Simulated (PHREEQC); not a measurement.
A solution holds 170 mmol/kgw CuCl2, 0.72 mmol/kgw H2SO4 and 100 mmol/kgw KCl, at 25 °C and 300 atm. Closed to the air; pH follows from the charge balance.

Model: ion-association model, phreeqc.dat, run in PHREEQC.

```tsv
quantity	before	after
pH	2.96	3.62
ionic strength (mol/kgw)	0.536	0.117
Cl- (mol/kgw)	0.402	0.0853
SO4-2 (mol/kgw)	0.000343	8.40e-5
KSO4- (mol/kgw)	4.14e-5	3.66e-6
HSO4- (mol/kgw)	7.48e-6	6.56e-7
SI of Sylvite (KCl)	-2.72	-3.96
```

Problem. Which change was made?
A. diluted 5-fold with water
B. H2SO4 from 0.00072 to 0.000792 mol/kgw
C. temperature from 25 to 65 °C
D. CuCl2 left out
E. diluted 2-fold with water

Solution. A, diluted 5-fold with water

No solid was allowed to form. Under pressure, the constants of complexes without a molar volume in the database are unreliable.
